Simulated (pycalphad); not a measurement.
CALPHAD calculation (pycalphad, COST 507 light-alloy database (1999)), 1 atm. The database dates from 1999; later assessments differ in places, in temperatures and in the compounds included.

Molar enthalpy of Al-11.4Si (at.%) in equilibrium (SER reference):

```tsv
T (°C)	H (kJ/mol)	phases
2077	76.00	LIQUID
1977	72.88	LIQUID
1877	69.76	LIQUID
1777	66.63	LIQUID
1677	63.51	LIQUID
1577	60.39	LIQUID
1477	57.26	LIQUID
1377	54.14	LIQUID
1277	51.02	LIQUID
1177	47.89	LIQUID
1077	44.76	LIQUID
977	41.64	LIQUID
877	38.52	LIQUID
777	35.41	LIQUID
677	32.29	LIQUID
577	15.76	FCC_A1 + DIAMOND_A4
477	12.35	FCC_A1 + DIAMOND_A4
377	9.30	FCC_A1 + DIAMOND_A4
277	6.47	FCC_A1 + DIAMOND_A4
```

Cooling from 677 °C to 577 °C, across the freezing range, releases 16.5 kJ/mol, or 610 J/g. The slope is 31 J/(mol K) in the liquid and 34 J/(mol K) just below the solidus, where it includes any heat of precipitation. Liquidus 582 °C, solidus 577 °C. Changes were sought between steps of 100 K, so a narrower field can be missed.

FCC_A1 is fcc; DIAMOND_A4 is diamond (Si).
